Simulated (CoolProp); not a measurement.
Properties of sulfur hexafluoride along the isobar 0.703 MPa.

The numbers come from the reference Helmholtz-energy equation of state, Guder 2009 in CoolProp.

| T (K) | phase | Joule-Thomson coefficient (K/MPa) | expansivity (1/kK) | Prandtl number | fugacity coefficient |
|---|---|---|---|---|---|
| 238.2 | liquid | -0.1777 | 3.031 | 4.02 | [?] |
| 244.3 | liquid | -0.1334 | 3.235 | 3.83 | [?] |
| 250.4 | liquid | -0.08132 | 3.481 | 3.65 | 0.7886 |
| 256.5 | gas | 18.21 | 6.620 | 0.904 | 0.8732 |
| 262.6 | gas | 16.49 | 6.119 | 0.877 | 0.8827 |
| 268.7 | gas | [?] | 5.711 | 0.859 | [?] |
| 274.8 | gas | 13.78 | 5.372 | 0.844 | 0.8990 |
| 280.9 | gas | 12.70 | 5.082 | 0.833 | 0.9060 |
| 287 | gas | 11.75 | 4.833 | 0.824 | 0.9124 |
| 293.1 | gas | [?] | [?] | 0.817 | 0.9182 |
| 299.2 | gas | [?] | 4.420 | 0.811 | [?] |
| 305.3 | gas | 9.529 | 4.247 | 0.805 | 0.9284 |
| 311.4 | gas | 8.940 | 4.091 | 0.800 | 0.9330 |

Some entries are withheld; supply them.


- 238.2, fugacity coefficient: 0.5373
- 244.3, fugacity coefficient: 0.6553
- 268.7, Joule-Thomson coefficient (K/MPa): 15.03
- 268.7, fugacity coefficient: 0.8913
- 293.1, Joule-Thomson coefficient (K/MPa): 10.92
- 293.1, expansivity (1/kK): 4.614
- 299.2, Joule-Thomson coefficient (K/MPa): 10.18
- 299.2, fugacity coefficient: 0.9235

Viscosity comes from a separate model (Quiñones-Cisneros 2012). Thermal conductivity comes from a separate model (Assael 2012).
